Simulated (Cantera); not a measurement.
Input: 1 mol C₂F₆, 0.076 mol CH₄, 0.094 mol H₂, equilibrated at 0.0340 bar.

Equilibrium computed with Cantera from the NASA thermochemical tables; the gas is ideal and each condensed phase is pure. Candidate condensed phases: C, C₆H₆, C₇H₈, C₈H₁₈; 95 gas species. The feed counts by its element totals alone. The tables' values for C₂F₄ are old estimates; treat these amounts as uncertain. Gases not in the tables: C₂F₆ and larger saturated fluorocarbons. Kinetics and transport are ignored.

x: gas mole fraction; n: condensed amount in mol.

```tsv
T (K)	x CF₄	x F	x CF₂	x HF	x CF	x C₃	x CF₃	n C(graphite)
1573	0.736	7.50e-5	0.000562	0.263	2.31e-8	<1e-12	0.000135	0.698
1723	0.733	0.000616	0.00357	0.263	5.78e-7	<1e-12	0.000606	0.696
1873	0.717	0.00361	0.0166	0.260	8.55e-6	2.87e-11	0.00211	0.684
2023	0.667	0.0160	0.0596	0.252	8.31e-5	1.43e-9	0.00582	0.646
2173	0.537	0.0557	0.165	0.230	0.000566	4.08e-8	0.0124	[?]
2323	0.308	0.151	0.332	0.188	0.00273	7.49e-7	0.0182	[?]
2473	0.0949	0.304	0.433	0.143	0.00913	9.56e-6	0.0152	[?]
2623	0.0154	0.467	0.371	0.117	0.0218	9.03e-5	0.00722	[?]
2773	0.00182	0.602	0.248	0.103	0.0416	0.000664	0.00252	[?]
2923	0.000185	0.689	0.144	0.0932	0.0676	0.00395	0.000741	[?]
3073	1.70e-5	0.718	0.0745	0.0850	0.0963	0.0196	0.000192	[?]
```

**Question.** Some entries are withheld; supply them.

**Answer.** 
- 2173, n C(graphite): 0.544
- 2323, n C(graphite): 0.346
- 2473, n C(graphite): 0.180
- 2623, n C(graphite): 0.333
- 2773, n C(graphite): 0.660
- 2923, n C(graphite): 0.886
- 3073, n C(graphite): 0.706
